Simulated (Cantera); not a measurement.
A Cantera script and its output.

```python
import numpy as np
import cantera as ct

gas = ct.Solution("gri30.yaml")
gas.TPX = 1400, 2666, {'H2': 0.016, 'O2': 1, 'N2': 0.18}
inlet = ct.Reservoir(gas, clone=True)

reactor = ct.IdealGasConstPressureReactor(gas, energy="off", clone=False)
exhaust = ct.Reservoir(gas, clone=True)
tau = [2.1, 0.91, 0.4, 0.18, 0.079, 0.035, 0.016, 0.0069, 0.0031, 0.0014][0]
for a, b in ((inlet, reactor), (reactor, exhaust)):
    ct.MassFlowController(a, b, mdot=lambda t: reactor.mass / tau)
net = ct.ReactorNet([reactor])
show = ['H2', 'O2', 'H', 'NO2', 'OH', 'O']

rows = []
print(f"{'tau/s':>10s}{'T/K':>9s}" + "".join(f"{s:>11s}" for s in show))
for tau in [2.1, 0.91, 0.4, 0.18, 0.079, 0.035, 0.016, 0.0069, 0.0031, 0.0014]:
    net.initial_time = 0.0
    net.advance(30 * tau)
    before = gas.X
    net.advance(40 * tau)
    drift = np.max(np.abs(gas.X - before) / (gas.X + 1e-9))
    rows.append([gas.T, *gas[show].X, drift])
    print(f"{tau:10.3e}{gas.T:9.1f}" + "".join(f"{x:11.3e}" for x in gas[show].X))
```

Output:

```
     tau/s      T/K         H2         O2          H        NO2         OH          O
 2.100e+00   1400.0  1.673e-05  8.337e-01  1.928e-05  3.311e-11  5.778e-04  1.155e-03
 9.100e-01   1400.0  2.724e-05  8.329e-01  4.132e-05  2.139e-11  7.441e-04  1.920e-03
 4.000e-01   1400.0  4.342e-05  8.318e-01  8.308e-05  1.406e-11  9.386e-04  3.054e-03
 1.800e-01   1400.0  6.743e-05  8.303e-01  1.520e-04  9.463e-12  1.149e-03  4.555e-03
 7.900e-02   1400.0  1.057e-04  8.285e-01  2.548e-04  6.168e-12  1.370e-03  6.373e-03
 3.500e-02   1400.0  1.680e-04  8.268e-01  3.739e-04  3.732e-12  1.576e-03  8.079e-03
 1.600e-02   1400.0  2.767e-04  8.256e-01  4.846e-04  2.053e-12  1.767e-03  9.256e-03
 6.900e-03   1400.0  5.117e-04  8.249e-01  5.913e-04  9.543e-13  2.000e-03  9.809e-03
 3.100e-03   1400.0  9.742e-04  8.250e-01  6.845e-04  4.159e-13  2.285e-03  9.630e-03
 1.400e-03   1400.0  1.894e-03  8.257e-01  7.542e-04  1.629e-13  2.613e-03  8.748e-03
```

Detailed kinetics in Cantera: GRI-Mech 3.0 (53 species, 325 reactions). Radical loss at walls, strong at low pressure, is not modelled.
